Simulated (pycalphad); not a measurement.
## Effect of Si content in Al-Si

All values are pycalphad results on the COST 507 light-alloy database (1999) (1 atm), not direct measurements. The database dates from 1999; later assessments differ in places, in temperatures and in the compounds included. Phase fractions are per mole of atoms.

```
alloy              liquidus (°C)  first solid  solidus (°C)  phases at 677 °C
-----------------  -------------  -----------  ------------  ----------------
Al-1.04Si (wt.%)               ?          fcc             ?       liquid 1.00
Al-3.108Si (wt.%)            642          fcc           577       liquid 1.00
Al-4.146Si (wt.%)            635          fcc           577       liquid 1.00
Al-6.22Si (wt.%)             622          fcc           577       liquid 1.00
Al-8.279Si (wt.%)            608          fcc           577       liquid 1.00
Al-12.4Si (wt.%)             578          fcc           577       liquid 1.00
```

Question: Complete the blanks.

Answer: 
- Al-1.04Si (wt.%), liquidus (°C): 654
- Al-1.04Si (wt.%), solidus (°C): 603
